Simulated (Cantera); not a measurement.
A perfectly stirred reactor is fed with NO : N₂ = 1 : 2.7 (molar parts), at 33000 Pa; it is held at 1575 K, and followed from long to short residence time.

Cantera simulation using GRI-Mech 3.0 (53 species, 325 reactions); the numbers are that mechanism's predictions, not measurements.

What does this change do: temperature 1575 to 1900 K?


| quantity | before | after |
|---|---|---|
| x(NO) at τ = 0.890 s | 0.269 | 0.243 |
| x(N₂) at τ = 0.890 s | 0.730 | 0.743 |
| x(NO₂) at τ = 0.890 s | 6.40e-5 | 7.96e-5 |
| x(O) at τ = 0.890 s | 9.29e-7 | 7.02e-5 |
| x(O₂) at τ = 0.890 s | 0.000455 | 0.0136 |
| x(NO) at τ = 16.0 ms | 0.270 | 0.270 |
| x(N₂) at τ = 16.0 ms | 0.730 | 0.730 |
| x(NO₂) at τ = 16.0 ms | 1.01e-5 | 3.72e-5 |
| x(O) at τ = 16.0 ms | 2.47e-7 | 3.20e-5 |
| x(O₂) at τ = 16.0 ms | 4.65e-7 | 0.000199 |
